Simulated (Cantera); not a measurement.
Source: NASA polynomial tables (part measured, part estimated), evaluated in Cantera. Values are per mole of reaction as written; species without (g) are pure solids or liquids, kept so even where they would boil at 1 bar.

Sr(OH)₂ + Sr = 2 SrO + H₂(g)

| T (K) | ΔH° (kJ) | ΔS° (J/K) | ΔG° (kJ) | log10 K | condensed phases |
|---|---|---|---|---|---|
| 300 | (withheld) | (withheld) | (withheld) | (withheld) | Sr(OH)₂(s), Sr(s), SrO(s) |
| 1950 | -298.9 | 11.8 | -322.0 | 8.63 | Sr(OH)₂(l), Sr(l), SrO(s) |
| 2000 | -300.6 | 11.0 | -322.6 | 8.42 | Sr(OH)₂(l), Sr(l), SrO(s) |
| 2050 | -302.3 | 10.1 | -323.1 | 8.23 | Sr(OH)₂(l), Sr(l), SrO(s) |
| 2100 | -304.0 | 9.4 | -323.6 | 8.05 | Sr(OH)₂(l), Sr(l), SrO(s) |
| 2150 | -305.6 | 8.6 | -324.0 | 7.87 | Sr(OH)₂(l), Sr(l), SrO(s) |
| 2200 | (withheld) | (withheld) | (withheld) | (withheld) | Sr(OH)₂(l), Sr(l), SrO(s) |

Question: What belongs in the gaps?

Answer: 
- 300, ΔH° (kJ): -215.2
- 300, ΔS° (J/K): 89.8
- 300, ΔG° (kJ): -242.1
- 300, log10 K: 42.15
- 2200, ΔH° (kJ): -307.1
- 2200, ΔS° (J/K): 7.9
- 2200, ΔG° (kJ): -324.5
- 2200, log10 K: 7.70
